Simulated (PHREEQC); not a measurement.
A solution holds 0.29 mol Cu(NO3)2 and 0.00025 mol HCl per kg of water, at 25 °C. It is in equilibrium with CO2 at log p = -3.4 (atm). Otherwise closed; pH follows from the charge balance.

Model: ion-association model, phreeqc.dat, run in PHREEQC.

```
quantity          before    after
---------------  -------  -------
pH                  3.68     4.04
CO2 (mol/kgw)    1.11e-5  1.11e-5
HCO3- (mol/kgw)  4.33e-8  9.76e-8
```

Question: What was changed between the two runs?
(A) temperature from 25 to 40 °C
(B) 0.012 mol/kgw H2SO4 added
(C) HCl replaced by CuCl2 at the same molality
(D) Cu(NO3)2 from 0.29 to 0.145 mol/kgw
(E) Cu(NO3)2 left out

Answer: C, HCl replaced by CuCl2 at the same molality

No solid was allowed to form. The ionic strength passes 0.7 mol/kgw, the rough limit of the ion-association models, in every such run.
